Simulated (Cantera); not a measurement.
Feed: 1 mol CS2, 0.66 mol O2, held at 2998 K and 0.100 bar.

These are equilibrium values from Cantera (NASA tables, ideal gas, pure condensed phases), not measurements of a reactor. Candidate condensed phases: C, S; 22 gas species. Rates play no part.

Base state: CO 0.384, S 0.328, S2 0.170, SO 0.101, SO2 0.00655, CO2 0.00466, O 0.00450, S2O 0.000498 (mole fractions); condensed: gas only.

Problem. What changes in the equilibrium state with this change: pressure from 0.100 bar to 1.00 bar?

Solution. 
| species | before | after |
|---|---|---|
| CO | 0.384 | 0.424 |
| S2 | 0.170 | 0.309 |
| S | 0.328 | 0.140 |
| CO2 | 0.00466 | 0.0116 |
| SO2 | 0.00655 | 0.0141 |
| SO | 0.101 | 0.0970 |
| CS2 | 2.11e-6 | 1.88e-5 |
| COS | 0.000206 | 0.000971 |
| O | 0.00450 | 0.00101 |
| S2O | 0.000498 | 0.00203 |
| CS | 3.22e-5 | 6.76e-5 |
